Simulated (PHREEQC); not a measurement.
0.013 g of hydrous ferric oxide (600 m²/g; 0.2 weak and 0.005 strong sites per Fe, Dzombak-Morel constants, diffuse double layer) in 1 kg of water with 0.1 mol/kgw of an inert sodium salt and 0.037 mmol/kgw ZnSO4 and 0.00057 mmol/kgw ZnCl2, at 25 °C; the pH is set by adding NaOH or the inert anion's acid. O2 is buffered at 0.21 atm. CO2 from the air is kept out. Nothing may precipitate in this run.

Model: ion-association model, wateq4f.dat, run in PHREEQC.

```tsv
pH	S sorbed (%)	Zn sorbed (%)	surface charge σ (C/m²)	surface potential ψ (mV)
4	18.2	0.0	0.183	118
4.38	16.7	0.0	0.174	116
4.75	14.4	0.0	0.162	112
5.12	11.3	0.2	0.146	107
5.5	7.9	0.6	0.127	100
5.88	4.7	1.4	0.106	91
6.25	2.4	2.3	0.086	81
6.62	1.0	4.0	0.068	70
7	0.5	9.1	0.054	60
7.38	0.3	17.8	0.048	55
7.75	0.2	26.8	0.046	54
8.12	0.1	33.8	0.044	52
8.5	0.0	37.7	0.039	47
8.88	0.0	38.4	0.028	36
9.25	0.0	37.5	0.014	19
9.62	0.0	36.1	0.000	0
10	0.0	34.5	-0.016	-21
```

Along this series the solution becomes supersaturated in solids that the run did not let form, among them Zn(OH)2-e.
